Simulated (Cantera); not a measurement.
A Cantera script and what it prints.

```python
import numpy as np
import cantera as ct

gas_names = """
    TiOCL2 O2 CL
""".split()
cond_names = """
    Ti2O3(a) Ti2O3(b) Ti2O3(L)
""".split()


def load(file, names, dense=False):
    # The tables refer to 1 bar. Condensed volumes are neglected.
    table = {s.name: s for s in ct.Species.list_from_file(file)}
    out = []
    for n in names:
        d = dict(table[n].input_data)
        d["thermo"] = dict(d["thermo"], **{"reference-pressure": 1e5})
        if dense:
            d["equation-of-state"] = {"model": "constant-volume", "density": "1e6 g/cm^3"}
        out.append(ct.Species.from_dict(d))
    return out


species = {s.name: s for s in load("nasa_gas.yaml", gas_names) + load("nasa_condensed.yaml", cond_names)}
# Each term lists the table entries of one substance; the one whose range holds T is used.
reactions = {
    '4 TiOCl2(g) + O2(g) = 8 Cl(g) + 2 Ti2O3':
        [(-4, ['TiOCL2']), (-1, ['O2']), (8, ['CL']), (2, ['Ti2O3(a)', 'Ti2O3(b)', 'Ti2O3(L)'])],
}


def pick(names, T):
    return next(species[n] for n in names if species[n].thermo.min_temp <= T <= species[n].thermo.max_temp)


results = []
for label, terms in reactions.items():
    print(label)
    print("     T/K   dH/kJ  dS/(J/K)   dG/kJ   log10 K")
    for T in [1675, 1725, 1775, 1825, 1875, 1925, 1975, 2025, 2075]:
        used = [(nu, pick(names, T)) for nu, names in terms]
        dH = sum(nu * s.thermo.h(T) for nu, s in used) / 1e6
        dS = sum(nu * s.thermo.s(T) for nu, s in used) / 1e3
        dG = dH - T * dS / 1e3
        logK = -dG * 1e6 / (ct.gas_constant * T * np.log(10))
        results.append((label, T, dH, dS, dG, logK, [s.name for _, s in used]))
        print(f"{T:8g} {dH:8.1f} {dS:8.1f} {dG:8.1f} {logK:8.2f}")
```

Result:

```
4 TiOCl2(g) + O2(g) = 8 Cl(g) + 2 Ti2O3
     T/K   dH/kJ  dS/(J/K)   dG/kJ   log10 K
    1675    256.9    163.1    -16.3     0.51
    1725    262.3    166.3    -24.5     0.74
    1775    267.7    169.4    -32.9     0.97
    1825    273.1    172.4    -41.5     1.19
    1875    278.5    175.3    -50.1     1.40
    1925    283.9    178.1    -59.0     1.60
    1975    289.4    180.9    -68.0     1.80
    2025    294.8    183.6    -77.1     1.99
    2075    300.2    186.3    -86.3     2.17
```

Source: NASA polynomial tables (part measured, part estimated), evaluated in Cantera. Condensed species are held in their standard states even where they would react or evaporate.
